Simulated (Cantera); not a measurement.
A perfectly stirred reactor is fed with 3.18 % C2H6, 19.5 % O2, 73.5 % N2, 3.82 % CO2, equivalence ratio 0.57, at 2.10 bar; it is adiabatic with a 300 K inlet, and is followed from long to short residence time, starting on the burning branch (τ in s: 0.13, 0.053, 0.022, 0.0089, 0.0037, 0.0015, 0.00062, 0.00026, 0.00011, 4.3e-05, 1.8e-05, 7.4e-06).

Computed with Cantera and GRI-Mech 3.0 (53 species, 325 reactions).

Q: Predict: blow-out, bracketed by the residence times tried; x(C2H6) at τ = 0.130 s; x(O2) at τ = 0.130 s; x(CO2) at τ = 0.130 s; x(HO2) at τ = 0.130 s; x(HCN) at τ = 0.130 s; x(C2H6) at τ = 0.620 ms; x(O2) at τ = 0.620 ms; x(CO2) at τ = 0.620 ms.

A: 
```json
{
  "blow_out_bracketed_by_the_residence_times_tried": "burning at 1.50 ms, out at 0.620 ms",
  "x(C2H6) at τ = 0.130 s": "2.07e-6",
  "x(O2) at τ = 0.130 s": "0.0827",
  "x(CO2) at τ = 0.130 s": "0.0999",
  "x(HO2) at τ = 0.130 s": "2.43e-6",
  "x(HCN) at τ = 0.130 s": "1.49e-9",
  "x(C2H6) at τ = 0.620 ms": "0.0318",
  "x(O2) at τ = 0.620 ms": "0.195",
  "x(CO2) at τ = 0.620 ms": "0.0382"
}
```
